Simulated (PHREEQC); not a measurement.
## Buffer

Solution (65 °C and 50 atm): 0.18 mol/kgw KHCO3, 0.0019 mol/kgw Na2B4O7, 0.046 mol/kgw NaCl and 0.018 mol/kgw NaHCO3. Closed to the air; pH follows from the charge balance.

Model: Pitzer model, pitzer.dat, run in PHREEQC.

No solid was allowed to form.

**Question.** Estimate the pH.

**Answer.** pH 8.02.

**Question.** In which forms is B present?

**Answer.** B(OH)3 91 %, B(OH)4- 9.1 % of the B.

Under pressure, the constants of complexes without a molar volume in the database are unreliable. Constants without temperature data keep their 25 °C values here.
